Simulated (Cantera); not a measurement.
A perfectly stirred reactor is fed with H2 : O2 = 2.3 : 1 (molar parts), equivalence ratio 1.1, at 0.00276 atm; it is held at 1350 K, and followed from long to short residence time.

Model: the H2/O2 subset of GRI-Mech 3.0, which has no nitrogen chemistry, integrated in Cantera. Radical loss at walls, strong at low pressure, is not modelled. The temperature is held fixed by assumption; the heat of reaction is taken as removed at once.

One state of this run: x H2 = 0.130; x O2 = 0.0529; x OH = 0.0156; x O = 0.0255; x HO2 = 3.64e-7; x H2O2 = 6.79e-8; x H = 0.226. x: mole fraction; the columns are a selection and need not sum to one.

Q: Which value of τ (s) does it belong to?
A) 0.0022
B) 0.065
C) 0.35
D) 0.012

A: C, 0.35
